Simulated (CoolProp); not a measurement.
Model: reference Helmholtz-energy equation of state, Thol 2017, in CoolProp.

Task: For octamethyltrisiloxane (MDM), give the phase and the cp (kJ/(kg K)), speed of sound (m/s) at 546 K and 6.77 bar; 551.8 K and 6.77 bar.

Result: 
- 546 K and 6.77 bar: gas; cp 2.16, speed of sound 108
- 551.8 K and 6.77 bar: gas; cp 2.16, speed of sound 111
